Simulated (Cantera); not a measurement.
An isothermal, constant-pressure homogeneous reactor starts with 0.694 % CH₄, 97.7 % H₂, 1.56 % O₂, equivalence ratio 32, at 2625 K and 0.0263 atm.

Model: GRI-Mech 3.0 (53 species, 325 reactions), integrated in Cantera. Radical loss at walls, strong at low pressure, is not modelled.

One state of this run: x CH₄ = <1e-12; x H₂ = 0.746; x O₂ = 3.02e-6; x HO₂ = 8.19e-10; x CH₃ = 1.02e-12. x: mole fraction; the columns are a selection and need not sum to one.

Task: Which value of t (s) does it belong to?
(A) 0.000215
(B) 0.0215
(C) 0.00100
(D) 1.00

Result: D, 1.00
